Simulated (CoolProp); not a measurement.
Computed with CoolProp (reference Helmholtz-energy equation of state, Lemmon 2003). It is a pseudo-pure fit of the blend.

**Question.** For R407C, give the phase and the density (kg/m³), conductivity (mW/(m K)), fugacity coefficient at 251.9 K and 68.9 bar; 307 K and 68.9 bar.

**Answer.** 
- 251.9 K and 68.9 bar: liquid; density 1330, conductivity 108, fugacity coefficient 0.0390
- 307 K and 68.9 bar: liquid; density 1140, conductivity 85.2, fugacity coefficient 0.193

Thermal conductivity comes from a separate model (Geller 2001).
